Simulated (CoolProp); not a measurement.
A closed Brayton cycle with carbon dioxide: compressor inlet 321.15 K and 8.8 MPa, high pressure 20.6 MPa, turbine inlet 725 K, compressor efficiency 0.8, turbine efficiency 0.9, recuperator effectiveness 0.9 (on enthalpy, no pinch check). Each further row changes one setting.

The numbers come from the reference Helmholtz-energy equation of state, Span 1996 in CoolProp.

| case | thermal efficiency (%) | net work (kJ/kg) | compressor to turbine work | compressor exit (K) | turbine exit (K) |
|---|---|---|---|---|---|
| as stated | 28.1 | 57.8 | 0.41 | 385.8 | 630.1 |
| turbine inlet 675 K | (withheld) | (withheld) | 0.44 | 385.8 | 583.6 |
| compressor inlet 331.15 K | 26.5 | (withheld) | 0.48 | 404.6 | 630.1 |
| high pressure 17.5 MPa | (withheld) | 49.2 | (withheld) | 373.1 | 648.0 |
| recuperator effectiveness 0.5 | 18.1 | 57.8 | 0.41 | 385.8 | 630.1 |

Q: Fill in the missing entries.

A: 
- turbine inlet 675 K, thermal efficiency (%): 25.9
- turbine inlet 675 K, net work (kJ/kg): 49.7
- compressor inlet 331.15 K, net work (kJ/kg): 50.4
- high pressure 17.5 MPa, thermal efficiency (%): 26.8
- high pressure 17.5 MPa, compressor to turbine work: 0.38
